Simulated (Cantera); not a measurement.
**Hydrocarbon pyrolysis for carbon deposition**

An isothermal, constant-pressure homogeneous reactor starts with C2H6 : N2 = 1 : 4.9 (molar parts), at 1650 K and 2.78 Torr.

Computed with Cantera and GRI-Mech 3.0 (53 species, 325 reactions). GRI-Mech 3.0 stops at C3 and has no aromatics, soot or wall deposition, so with more carbon than oxygen in the feed, carbon stays in small species such as C2H2 where larger ones or solid carbon would form. Radical loss at walls, strong at low pressure, is not modelled.

```json
[
 {"t (s)": "3.00e-6", "x C2H6": "0.169", "x H2": "7.97e-9", "x CH3": "0.000186", "x H": "7.58e-8", "x C2H4": "1.87e-9", "x CH2": "2.86e-11", "x C2H": "<1e-12"},
 {"t (s)": "1.18e-5", "x C2H6": "0.169", "x H2": "1.18e-7", "x CH3": "0.000726", "x H": "3.04e-7", "x C2H4": "7.19e-8", "x CH2": "1.99e-9", "x C2H": "<1e-12"},
 {"t (s)": "4.60e-5", "x C2H6": "0.168", "x H2": "3.48e-6", "x CH3": "0.00280", "x H": "3.30e-6", "x C2H4": "3.68e-6", "x CH2": "1.25e-7", "x C2H": "<1e-12"},
 {"t (s)": "0.000180", "x C2H6": "0.162", "x H2": "0.000263", "x CH3": "0.0102", "x H": "7.00e-5", "x C2H4": "0.000235", "x CH2": "5.11e-6", "x C2H": "<1e-12"},
 {"t (s)": "0.000706", "x C2H6": "0.130", "x H2": "0.0111", "x CH3": "0.0308", "x H": "0.000621", "x C2H4": "0.0113", "x CH2": "4.38e-5", "x C2H": "1.41e-8"},
 {"t (s)": "0.00277", "x C2H6": "0.0224", "x H2": "0.0797", "x CH3": "0.0401", "x H": "0.00197", "x C2H4": "0.0645", "x CH2": "8.42e-5", "x C2H": "1.75e-6"},
 {"t (s)": "0.0108", "x C2H6": "0.000171", "x H2": "0.157", "x CH3": "0.00644", "x H": "0.00100", "x C2H4": "0.0300", "x CH2": "1.55e-5", "x C2H": "2.14e-6"},
 {"t (s)": "0.0425", "x C2H6": "2.19e-5", "x H2": "0.186", "x CH3": "0.00197", "x H": "0.000392", "x C2H4": "0.00789", "x CH2": "2.77e-6", "x C2H": "9.30e-7"},
 {"t (s)": "0.166", "x C2H6": "7.64e-6", "x H2": "0.199", "x CH3": "0.00106", "x H": "0.000253", "x C2H4": "0.00106", "x CH2": "1.06e-6", "x C2H": "6.09e-7"},
 {"t (s)": "0.652", "x C2H6": "3.83e-6", "x H2": "0.212", "x CH3": "0.000739", "x H": "0.000244", "x C2H4": "0.000370", "x CH2": "7.08e-7", "x C2H": "5.73e-7"},
 {"t (s)": "2.55", "x C2H6": "1.16e-6", "x H2": "0.233", "x CH3": "0.000424", "x H": "0.000317", "x C2H4": "0.000104", "x CH2": "5.12e-7", "x C2H": "7.15e-7"},
 {"t (s)": "10.0", "x C2H6": "8.72e-8", "x H2": "0.249", "x CH3": "0.000134", "x H": "0.000535", "x C2H4": "1.46e-5", "x CH2": "2.73e-7", "x C2H": "1.18e-6"}
]
```
x: mole fraction; the columns are a selection and need not sum to one.

Equilibrium at this temperature and pressure: C2H6 1.37e-11, H2 0.253, CH3 1.48e-6, H 0.000756, C2H4 4.78e-6, CH2 4.36e-9, C2H 9.24e-7 (gas phase only).
